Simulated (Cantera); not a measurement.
# Adiabatic ignition

An adiabatic, constant-volume homogeneous reactor starts with 1.41 % C₃H₈, 20.7 % O₂, 77.9 % N₂, at 1625 K and 18.8 atm.

Model: GRI-Mech 3.0 (53 species, 325 reactions), integrated in Cantera. GRI-Mech 3.0 was tuned for natural gas; its chemistry of propane as a main component is partial and can be far from experiment. The pressure lies above the range GRI-Mech 3.0 was tuned for (to about 10 atm).

```csv
t (s),T (K),P (bar),x C₃H₈,x O₂,x NO₂,x CH₄,x H₂O,x HO₂,x C₂H₆
3.00e-6,1669,19.7,0.00546,0.197,4.75e-11,0.000745,0.00726,0.000544,0.000674
1.22e-5,2534,30.1,<1e-12,0.133,4.29e-7,<1e-12,0.0528,1.94e-5,<1e-12
4.95e-5,2541,30.2,<1e-12,0.133,1.88e-6,<1e-12,0.0529,1.92e-5,<1e-12
0.000201,2538,30.2,<1e-12,0.132,7.56e-6,<1e-12,0.0529,1.90e-5,<1e-12
0.000815,2525,30.0,<1e-12,0.130,2.58e-5,<1e-12,0.0530,1.81e-5,<1e-12
0.00331,2504,29.7,<1e-12,0.126,5.61e-5,<1e-12,0.0532,1.68e-5,<1e-12
0.0134,2498,29.7,<1e-12,0.125,6.48e-5,<1e-12,0.0533,1.64e-5,<1e-12
0.0546,2498,29.7,<1e-12,0.125,6.49e-5,<1e-12,0.0533,1.64e-5,<1e-12
0.222,2498,29.7,<1e-12,0.125,6.49e-5,<1e-12,0.0533,1.64e-5,<1e-12
0.900,2498,29.7,<1e-12,0.125,6.49e-5,<1e-12,0.0533,1.64e-5,<1e-12
```
x: mole fraction; the columns are a selection and need not sum to one.

```json
{
  "time_of_steepest_temperature_rise": "4.41 µs",
  "temperature at 0.900 s": "2498 K",
  "equilibrium_temperature": "2498 K",
  "x(C₃H₈) at 0.900 s": "<1e-12 (gas-phase equilibrium <1e-12)",
  "x(O₂) at 0.900 s": "0.125 (gas-phase equilibrium 0.125)",
  "x(NO₂) at 0.900 s": "6.49e-5 (gas-phase equilibrium 6.49e-5)"
}
```
